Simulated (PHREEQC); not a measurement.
A made-up water analysis in mg/L, 52 °C, pH 6.32, pe 11.5: Na 10.7; K 1.27; Ca 13.9; Mg 5.69; Cl 24.8; S(6) as SO4 4.6; Alkalinity as HCO3 54.9; Pb 0.0382; Cd 0.0363; Cu(2) 0.0459; Si as SiO2 1.41; Li 0.0129; Ba 0.0494.

Valence states are taken as typed.

Model: ion-association model, wateq4f.dat, run in PHREEQC.

```json
{
 "ionic_strength": "0.00228 mol/kgw",
 "charge_balance_error": "-0.9 %"
}
```

```tsv
species	molality	activity	log γ
HCO3-	0.000892	0.000845	-0.024
CO2	0.000780	0.000781	0.000
Cl-	0.000700	0.000662	-0.024
Na+	0.000465	0.000440	-0.024
Ca+2	0.000340	0.000274	-0.095
Mg+2	0.000229	0.000185	-0.094
SO4-2	4.26e-5	3.42e-5	-0.095
K+	3.25e-5	3.07e-5	-0.024
H4SiO4	2.35e-5	2.35e-5	0.000
CaHCO3+	3.98e-6	3.77e-6	-0.023
MgSO4	2.80e-6	2.80e-6	0.000
CaSO4	2.36e-6	2.36e-6	0.000
MgHCO3+	2.32e-6	2.20e-6	-0.024
Li+	1.86e-6	1.76e-6	-0.023
```

No solid was allowed to form. Species that the database lacks are ignored. Away from 25 °C the constants follow the database's enthalpies or fits; those with neither stay at their 25 °C values.
